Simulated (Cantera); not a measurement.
An adiabatic, constant-pressure homogeneous reactor starts with 13.3 % CO, 10.2 % H2, 0.477 % CH4, 11.5 % O2, 64.5 % N2, equivalence ratio 1.1, at 1725 K and 1.01 bar.

Model: GRI-Mech 3.0 (53 species, 325 reactions), integrated in Cantera.

Predict: time of steepest temperature rise; temperature at 6.00 s; equilibrium temperature; x(CO) at 6.00 s; x(H2) at 6.00 s; x(OH) at 6.00 s.

time of steepest temperature rise: 11.0 µs
temperature at 6.00 s: 2754 K
equilibrium temperature: 2754 K
x(CO) at 6.00 s: 0.0699 (gas-phase equilibrium 0.0699)
x(H2) at 6.00 s: 0.0126 (gas-phase equilibrium 0.0126)
x(OH) at 6.00 s: 0.0159 (gas-phase equilibrium 0.0159)
